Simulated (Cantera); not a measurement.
An isothermal plug-flow reactor at 1275 K and 900 Torr (inlet), inlet velocity 0.19 m/s, active area per volume 290 1/m; feed 0.266 % CH4, 4.35 % O2, 95.4 % N2.

Model: Deutschmann's 1995 Pt surface mechanism with GRI-Mech 3.0 gas chemistry, integrated in Cantera. Catalytic surfaces can have several steady states; this one follows from the mechanism file's or the stated starting coverage. Mass transfer to the wall is taken as infinitely fast.

One state of this run: x CH4 = 2.63e-11; x O2 = 0.0382; x H2O = 0.00531; x CO2 = 0.00265; x CO = 4.52e-10; θ free Pt = 0.556; θ O* = 0.443. x: gas mole fraction; θ: surface coverage.

Which value of z (m) does it belong to?
A) 0.021
B) 0.08
C) 0.0008
D) 0.003

B, 0.08
